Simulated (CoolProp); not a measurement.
Values from CoolProp's reference Helmholtz-energy equation of state, Tillner-Roth 1997.

Problem. Give the vapour pressure (bar), vapour density (kg/m³), liquid cp (kJ/(kg K)), surface tension (mN/m) of saturated CH2F2 (R32) at 230.2, 257.4 K.

Solution. 
```tsv
T (K)	p (bar)	vapour density (kg/m³)	liquid cp (kJ/(kg K))	surface tension (mN/m)
230.2	1.55	4.46	1.60	19.0
257.4	4.75	13.0	1.68	13.8
```

Surface tension comes from a separate correlation (Mulero 2012).
